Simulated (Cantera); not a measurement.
An isothermal, constant-pressure homogeneous reactor starts with C2H6 : N2 = 1 : 40 (molar parts), at 1300 K and 2.40 Torr. Integrator tolerance rtol = 1e-08.

Detailed kinetics in Cantera: GRI-Mech 3.0 (53 species, 325 reactions). GRI-Mech 3.0 stops at C3 and has no aromatics, soot or wall deposition, so with more carbon than oxygen in the feed, carbon stays in small species such as C2H2 where larger ones or solid carbon would form. Radical loss at walls, strong at low pressure, is not modelled.

Task: What does this change do: pressure from 2.40 Torr to 20.0 Torr?

Result: 
| quantity | before | after |
|---|---|---|
| x(C2H6) at 300 s | 2.34e-7 (gas-phase equilibrium 2.22e-11) | 2.51e-7 (gas-phase equilibrium 1.51e-9) |
| x(H2) at 300 s | 0.0367 (gas-phase equilibrium 0.0465) | 0.0391 (gas-phase equilibrium 0.0462) |
| x(C2H) at 300 s | 4.16e-10 (gas-phase equilibrium 2.88e-10) | 2.09e-10 (gas-phase equilibrium 9.94e-11) |
| x(C2H2) at 300 s | 0.0200 (gas-phase equilibrium 0.00704) | 0.0208 (gas-phase equilibrium 0.00699) |
| x(CH3) at 300 s | 6.13e-6 (gas-phase equilibrium 4.94e-8) | 2.23e-6 (gas-phase equilibrium 1.41e-7) |
| x(C2H4) at 300 s | 1.38e-5 (gas-phase equilibrium 2.97e-6) | 6.45e-5 (gas-phase equilibrium 2.44e-5) |

Task: What does this change do: temperature 1300 to 1925 K?

Result: 
```json
[
 {"quantity": "x(C2H6) at 300 s", "before": "2.34e-7 (gas-phase equilibrium 2.22e-11)", "after": "<1e-12 (gas-phase equilibrium <1e-12)"},
 {"quantity": "x(H2) at 300 s", "before": "0.0367 (gas-phase equilibrium 0.0465)", "after": "0.0446 (gas-phase equilibrium 0.0447)"},
 {"quantity": "x(C2H) at 300 s", "before": "4.16e-10 (gas-phase equilibrium 2.88e-10)", "after": "2.66e-5 (gas-phase equilibrium 4.37e-6)"},
 {"quantity": "x(C2H2) at 300 s", "before": "0.0200 (gas-phase equilibrium 0.00704)", "after": "0.0231 (gas-phase equilibrium 0.00379)"},
 {"quantity": "x(CH3) at 300 s", "before": "6.13e-6 (gas-phase equilibrium 4.94e-8)", "after": "3.17e-8 (gas-phase equilibrium 7.23e-8)"},
 {"quantity": "x(C2H4) at 300 s", "before": "1.38e-5 (gas-phase equilibrium 2.97e-6)", "after": "3.41e-8 (gas-phase equilibrium 5.61e-9)"}
]
```

Task: What does this change do: temperature 1300 to 1498 K?

Result: 
```json
[
 {"quantity": "x(C2H6) at 300 s", "before": "2.34e-7 (gas-phase equilibrium 2.22e-11)", "after": "3.48e-9 (gas-phase equilibrium <1e-12)"},
 {"quantity": "x(H2) at 300 s", "before": "0.0367 (gas-phase equilibrium 0.0465)", "after": "0.0460 (gas-phase equilibrium 0.0465)"},
 {"quantity": "x(C2H) at 300 s", "before": "4.16e-10 (gas-phase equilibrium 2.88e-10)", "after": "5.38e-8 (gas-phase equilibrium 1.48e-8)"},
 {"quantity": "x(C2H2) at 300 s", "before": "0.0200 (gas-phase equilibrium 0.00704)", "after": "0.0231 (gas-phase equilibrium 0.00560)"},
 {"quantity": "x(CH3) at 300 s", "before": "6.13e-6 (gas-phase equilibrium 4.94e-8)", "after": "8.06e-6 (gas-phase equilibrium 5.96e-8)"},
 {"quantity": "x(C2H4) at 300 s", "before": "1.38e-5 (gas-phase equilibrium 2.97e-6)", "after": "1.21e-6 (gas-phase equilibrium 2.40e-7)"}
]
```
